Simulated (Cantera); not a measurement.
Input: 1 mol Fe, 0.0025 mol H2S, 46 mol N2, held at 7.50 Torr.

Method: chemical equilibrium by Gibbs-energy minimisation in Cantera with the NASA 1993 tables (ideal gas, pure condensed phases). Candidate condensed phases: Fe, FeS, FeS2, S; 16 gas species. The numbers say what is thermodynamically allowed, not how fast it happens. All values below are at 1823 K.

Base state: N2 0.996, Fe 0.00407, H2 3.99e-5, S 3.02e-5, H 2.74e-5, S2 1.14e-5 (mole fractions); condensed: Fe(l).

Problem. What changes in the equilibrium state with this change: H2S from 0.0025 to 0.36 mol?

Solution. 
| species | before | after |
|---|---|---|
| N2 | 0.996 | 0.984 |
| H2 | 3.99e-5 | 0.00735 |
| Fe | 0.00407 | 0.00407 |
| S2 | 1.14e-5 | 0.00345 |
| H2S | 1.35e-8 | 4.33e-5 |
| SH | 9.93e-7 | 0.000234 |
| S | 3.02e-5 | 0.000524 |
| Fe(l), mol | 0.812 | 0.810 |
